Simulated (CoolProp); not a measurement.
Vapour-liquid equilibrium of cyclohexane (1) + n-dodecane (2) at 406.9 K; x and y are mole fractions of (1).

Model: multi-fluid Helmholtz-energy mixture model, Zhou 2014 and Lemmon 2004; pair parameters Bell 2016, in CoolProp.

| x | bubble pressure (MPa) | y at the bubble point | dew pressure at overall composition x (MPa) | liquid density (mol/L) |
|---|---|---|---|---|
| 0.05 | 0.02283 | 0.642 | 0.008918 | 4.006 |
| 0.125 | 0.04548 | 0.832 | 0.009666 | 4.178 |
| 0.2 | 0.06954 | 0.898 | 0.01055 | 4.364 |
| 0.275 | 0.09505 | 0.931 | 0.01161 | 4.565 |
| 0.35 | 0.1220 | 0.951 | 0.01291 | 4.783 |
| 0.425 | 0.1502 | 0.965 | 0.01453 | 5.021 |
| 0.5 | 0.1797 | 0.974 | 0.01662 | 5.280 |
| 0.575 | 0.2102 | 0.981 | 0.01940 | 5.565 |
| 0.65 | 0.2416 | 0.986 | 0.02331 | 5.878 |
| 0.725 | 0.2737 | 0.990 | 0.02918 | 6.224 |
| 0.8 | 0.3063 | 0.994 | 0.03899 | 6.608 |
| 0.875 | 0.3391 | 0.996 | 0.05878 | 7.037 |
| 0.95 | 0.3720 | 0.999 | 0.1196 | 7.519 |

No azeotrope shows between x = 0.05 and 0.95.

The pair parameters rest on a limited set of measurements; away from them the model extrapolates.
